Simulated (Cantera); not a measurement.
Feed: 1 mol SiCl4, 0.081 mol C3H8, 11 mol H2, equilibrated at 1800 K and 0.310 bar.

Cantera equilibrium calculation (NASA polynomials, part measured and part estimated; ideal gas, pure solids and liquids). The tables' values for SiCl3, SiCl are old estimates; treat these amounts as uncertain. Rates play no part.

```tsv
species	before	after
H2	0.760	0.747
HCl	0.183	0.186
SiCl2	0.0531	0.0537
H	0.000560	0.00865
Si2C	4.24e-8	4.08e-5
Si	3.99e-6	0.000700
C2H2 (acetylene)	5.08e-7	5.98e-5
SiH	2.21e-6	0.000150
SiCl4	0.000298	1.00e-5
SiCl	4.04e-5	0.00105
SiC(s), mol	0.243	0.241
```
Gas species are given as mole fractions.

Task: Which change was made?
A. H2 from 11 to 1900 mol
B. temperature from 1800 K to 2198 K
C. temperature from 1800 K to 1948.15 K
D. H2 from 11 to 380 mol

Result: B, temperature from 1800 K to 2198 K. The tables' values for SiCl, SiCl3 are old estimates; treat these amounts as uncertain. Gases not in the tables: Si2H6 and higher silanes
